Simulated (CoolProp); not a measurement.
Vapour-liquid equilibrium of propylene (1) + R22 (2) at 36.95 °C; x and y are mole fractions of (1).

Model: multi-fluid Helmholtz-energy mixture model, Lemmon 2013 and Kamei 1995; pair parameters Bell 2016, in CoolProp.

**Question.** Give the bubble pressure and the first vapour's composition at x = 0.15, 0.25, 0.55. Is there an azeotrope?

**Answer.** x = 0.15: 1497 kPa, y = 0.177; x = 0.25: 1534 kPa, y = 0.281; x = 0.55: 1593 kPa, y = 0.559. y crosses x between x = 0.55 and 0.65: the model has an azeotrope there.

The pair parameters rest on a limited set of measurements; away from them the model extrapolates.
